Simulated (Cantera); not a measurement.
Input: 1 mol BF₃, 0.1 mol O₂, 96 mol N₂, 0.42 mol NH₃, equilibrated at 93.0 Pa.

Cantera equilibrium calculation (NASA polynomials, part measured and part estimated; ideal gas, pure solids and liquids). Candidate condensed phases: B, BN, B₂O₃, B₃O₃H₃, H₂O; 62 gas species. The tables' values for BF₂ are old estimates; treat these amounts as uncertain. The numbers say what is thermodynamically allowed, not how fast it happens. All values below are at 1475 K.

Base state: N₂ 0.981, BF₃ 0.00800, H₂ 0.00428, HF 0.00425, BOF 0.00204, BF₂ 0.000148, H 2.78e-5 (mole fractions); condensed: gas only.

**Question.** What changes in the equilibrium state with this change: BF₃ replaced by B?

**Answer.** 
```csv
species,before,after
N₂,0.981,0.993
H₂,0.00428,0.00631
B₂O₃,<1e-9,0.000435
BF₃,0.00800,0
HF,0.00425,0
BOF,0.00204,0
BF₂,0.000148,0
B₂O₂,<1e-9,9.08e-5
HBO₂,8.62e-9,0.000139
HBO,3.23e-7,0.000268
"BN(s), mol",0,0.856
```
